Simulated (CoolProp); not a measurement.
Propylene along the isobar 2.3 MPa: density (kg/m³) from the reference equation and from simpler models built on Tc = 364.2 K, pc = 4.555 MPa, ω = 0.146; each cubic takes its own stable root.

The numbers come from the reference Helmholtz-energy equation of state, Lemmon 2013 in CoolProp.

| T (K) | phase | reference |
|---|---|---|
| 336.5 | gas | 48.37 |
| 354.1 | gas | 42.43 |
| 371.7 | gas | 38.40 |
| 389.4 | gas | 35.33 |
| 407 | gas | 32.88 |
| 424.6 | gas | 30.85 |
| 442.2 | gas | 29.12 |
| 459.9 | gas | 27.60 |
| 477.5 | gas | 26.28 |
| 495.1 | gas | 25.09 |
| 512.8 | gas | 24.02 |
| 530.4 | gas | 23.06 |
| 548 | gas | 22.18 |
| 565.6 | gas | 21.37 |

Task: How far does each simpler model (ideal gas, van der Waals) lie from the reference over these 14 states: mean and median of the absolute difference, and the worst?

Result: 
- ideal gas: mean 11.3 %, median 9.0 %, worst -28.5 % at 336.5 K and 2.3 MPa
- van der Waals: mean 1.6 %, median 1.1 %, worst -7.7 % at 336.5 K and 2.3 MPa
